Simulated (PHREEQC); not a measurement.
A solution holds 0.02 mol H2SO4, 0.069 mol CuSO4 and 0.036 mol MgCl2 per kg of water, at 80 °C. Closed to the air; pH follows from the charge balance.

The numbers come from PHREEQC with the ion-association model, phreeqc.dat.

Problem. The ionic strength comes out as 0.206 mol/kgw. What activity coefficients do Cl-, Mg+2, HSO4-, CuCl+, Cu+2 get?

Solution. Cl- 0.69, Mg+2 0.30, HSO4- 0.72, CuCl+ 0.69, Cu+2 0.29.

This is a speciation only: nothing precipitates in the calculation. Constants without temperature data keep their 25 °C values here.
